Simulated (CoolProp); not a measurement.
Vapour-liquid equilibrium of CH2F2 (R32) (1) + dimethyl ether (2) at 0.413 MPa; x and y are mole fractions of (1).

Values from CoolProp's multi-fluid Helmholtz-energy mixture model, Tillner-Roth 1997 and Wu 2011; pair parameters Bell 2016.

```csv
x,"bubble temperature, mixture model (°C)","bubble temperature, Raoult's law (°C)","y, mixture model","y, Raoult's law"
0.05,10.7,10.2,0.114,0.135
0.15,6.0,5.1,0.313,0.346
0.25,1.5,0.7,0.474,0.504
0.35,-2.5,-3.1,0.601,0.624
0.45,-6.1,-6.4,0.702,0.718
0.55,-9.3,-9.4,0.781,0.793
0.65,-12.0,-12.0,0.844,0.855
0.75,-14.5,-14.4,0.896,0.906
0.85,-16.6,-16.6,0.941,0.948
0.95,-18.6,-18.6,0.981,0.984
```

The largest gap from Raoult's law is +0.9 K in bubble temperature, at x = 0.15. No azeotrope shows between x = 0.05 and 0.95.

The pair parameters rest on a limited set of measurements; away from them the model extrapolates.
